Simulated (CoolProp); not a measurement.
The numbers come from the reference Helmholtz-energy equation of state, Lemmon 2006 in CoolProp. It is a short technical equation, of lower accuracy than the large ones.

**Question.** For n-nonane, give the phase and the density (kg/m³), Joule-Thomson coefficient (K/MPa), Prandtl number at 508.3 K and 2.14 MPa.

**Answer.** 
- 508.3 K and 2.14 MPa: liquid; density 527, Joule-Thomson coefficient 0.101, Prandtl number 4.29

Viscosity comes from a separate model (Huber 2004). Thermal conductivity comes from a separate model (Huber 2005).
